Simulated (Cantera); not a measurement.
An adiabatic, constant-volume homogeneous reactor starts with CH4 : O2 : N2 = 1 : 3.77 : 14.2 (molar parts), equivalence ratio 0.53, at 1525 K and 17300 Torr. Integrator tolerance rtol = 1e-08.

Detailed kinetics in Cantera: GRI-Mech 3.0 (53 species, 325 reactions). The pressure lies above the range GRI-Mech 3.0 was tuned for (to about 10 atm).

### Question
What does this change do: 0.57 parts H2 added?

### Answer
| quantity | before | after |
|---|---|---|
| time of steepest temperature rise | 55.6 µs | 13.2 µs |
| temperature at 5.00 s | 2739 K | 2866 K |
| equilibrium temperature | 2739 K | 2866 K |
| x(CH4) at 5.00 s | <1e-12 (gas-phase equilibrium <1e-12) | <1e-12 (gas-phase equilibrium <1e-12) |
| x(O2) at 5.00 s | 0.0815 (gas-phase equilibrium 0.0815) | 0.0650 (gas-phase equilibrium 0.0650) |
| x(O) at 5.00 s | 0.00189 (gas-phase equilibrium 0.00189) | 0.00274 (gas-phase equilibrium 0.00274) |
| x(CH2O) at 5.00 s | 4.88e-11 (gas-phase equilibrium 4.88e-11) | 1.98e-10 (gas-phase equilibrium 1.98e-10) |
| x(H2) at 5.00 s | 0.000930 (gas-phase equilibrium 0.000930) | 0.00208 (gas-phase equilibrium 0.00208) |
| x(NO2) at 5.00 s | 5.78e-5 (gas-phase equilibrium 5.78e-5) | 5.00e-5 (gas-phase equilibrium 5.00e-5) |
